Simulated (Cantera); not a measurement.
Mixture: 17.6 % H₂, 17.3 % O₂, 65.0 % N₂, 0.113 % NO, at 3750 Torr, adiabatic and at constant volume. Ignition delay is the time to a rise of 400 K.

Detailed kinetics in Cantera: GRI-Mech 3.0 (53 species, 325 reactions). The hydrogen kinetics of GRI-Mech 3.0 are dated; newer H2 mechanisms differ, most at raised pressure. The mechanism lacks 2 NO + O2 → 2 NO2 and HONO, so NO2 and the effect of NO are under-described below about 1400 K. Below about 950 K walls govern HO2 and H2O2 in real vessels.

Predict: delay at 900 K; delay at 975 K; delay at 1050 K; delay at 1125 K; delay at 1200 K; delay at 1275 K; delay at 1350 K; apparent activation energy between 1200 and 1350 K.


```
Quantity                                                Value
--------------------------------------------------  ---------
delay at 900 K                                        1.32 ms
delay at 975 K                                       0.409 ms
delay at 1050 K                                      0.118 ms
delay at 1125 K                                       35.5 µs
delay at 1200 K                                       14.3 µs
delay at 1275 K                                       7.91 µs
delay at 1350 K                                       5.23 µs
apparent activation energy between 1200 and 1350 K  90 kJ/mol
```
